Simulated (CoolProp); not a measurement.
Computed with CoolProp (reference Helmholtz-energy equation of state, Gedanitz 2015).

Q: For cyclopentane, give the phase and the Joule-Thomson coefficient (K/MPa), fugacity coefficient at 325.1 K and 0.229 MPa; 325.1 K and 0.407 MPa.

A: 
- 325.1 K and 0.229 MPa: liquid; Joule-Thomson coefficient -0.375, fugacity coefficient 0.468
- 325.1 K and 0.407 MPa: liquid; Joule-Thomson coefficient -0.376, fugacity coefficient 0.265
